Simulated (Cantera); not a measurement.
Thermodynamics of boron, boron nitride and boron oxide, feed B + N₂ + H₂ + NH₃

Charge: 1 mol B, 0.61 mol N₂, 0.89 mol H₂, 1.2 mol NH₃, equilibrated at 923.15 K and 10.0 mbar.

Cantera equilibrium calculation (NASA polynomials, part measured and part estimated; ideal gas, pure solids and liquids). Candidate condensed phases: B, BN; 15 gas species. The numbers say what is thermodynamically allowed, not how fast it happens.

```json
{
  "x(H₂)": "0.791",
  "x(N₂)": "0.209",
  "x(NH₃)": "3.24e-6",
  "n(BN(s))": "1.00 mol",
  "gas_amount": "3.400 mol",
  "log10 activity of B(s) (absent)": "-8.25"
}
```
